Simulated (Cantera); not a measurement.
A perfectly stirred reactor is fed with CH4 : C2H6 : C3H8 : O2 : N2 : H2O : H2 = 1 : 0.12 : 0.06 : 5.33 : 20.1 : 0.54 : 1.2 (molar parts), equivalence ratio 0.62, at 3.06 atm; it is adiabatic with a 448 K inlet, and is followed from long to short residence time, starting on the burning branch (τ in s: 0.059, 0.029, 0.014, 0.0071, 0.0035, 0.0017, 0.00086, 0.00043, 0.00021, 0.0001, 5.2e-05, 2.6e-05).

Cantera simulation using GRI-Mech 3.0 (53 species, 325 reactions); the numbers are that mechanism's predictions, not measurements.

x: mole fraction; the columns are a selection and need not sum to one.

```
τ (s)    T (K)     x CH4   x C2H6   x C3H8    x CH2     x H
-------  -----  --------  -------  -------  -------  ------
0.059     1831   5.20e-6  1.27e-7  6.04e-8  2.10e-8       …
0.029     1829   8.50e-6  2.21e-7  1.08e-7  4.06e-8       …
0.014     1826   1.38e-5  3.80e-7  1.90e-7  7.85e-8       …
0.0071    1822   2.14e-5  6.17e-7  3.14e-7  1.42e-7       …
0.0035    1815   3.38e-5  1.01e-6  5.20e-7  2.59e-7       …
0.0017    1804   5.44e-5  1.67e-6  8.56e-7  4.67e-7       …
0.00086   1789   8.65e-5  2.68e-6  1.36e-6  7.92e-7       …
0.00043   1767  0.000143  4.42e-6  2.20e-6  1.32e-6       …
0.00021   1731  0.000253  7.76e-6  3.76e-6  2.18e-6       …
0.00010   1672  0.000527  1.58e-5  7.36e-6  3.61e-6       …
5.2e-5     448    0.0353  0.00423  0.00212   <1e-12  <1e-12
2.6e-5     448    0.0353  0.00423  0.00212   <1e-12  <1e-12
```

**Question.** Fill in the missing entries.

**Answer.** 
- 0.059, x H: 5.47e-6
- 0.029, x H: 9.66e-6
- 0.014, x H: 1.83e-5
- 0.0071, x H: 3.39e-5
- 0.0035, x H: 6.52e-5
- 0.0017, x H: 0.000126
- 0.00086, x H: 0.000232
- 0.00043, x H: 0.000416
- 0.00021, x H: 0.000720
- 0.00010, x H: 0.00113
